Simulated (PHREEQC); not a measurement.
Make-up at 75 °C: 6.9 mmol/kgw H2SeO4. Closed to the air; pH follows from the charge balance.

Model: ion-association model, wateq4f.dat, run in PHREEQC.

Each row changes one thing in this solution. Precipitation was switched off in this run.

| case | pH | ionic strength (mol/kgw) | SeO4-2 (mol/kgw) | HSeO4- (mol/kgw) |
|---|---|---|---|---|
| as made | 2.03 | 0.0140 | 0.00355 | 0.00335 |
| temperature from 75 to 40 °C | 1.99 | 0.0163 | 0.00468 | 0.00222 |
| H2SeO4 replaced by Na2SeO4 at the same molality | 6.45 | 0.0207 | 0.00690 | 2.33e-7 |
| H2SeO4 from 0.0069 to 0.0103 mol/kgw | 1.88 | 0.0195 | 0.00458 | 0.00572 |
| diluted 10-fold with water | 2.91 | 0.00188 | 0.000597 | 9.35e-5 |
| H2SeO4 from 0.0069 to 0.00345 mol/kgw | 2.29 | 0.00785 | 0.00220 | 0.00125 |

Away from 25 °C the constants follow the database's enthalpies or fits; those with neither stay at their 25 °C values.
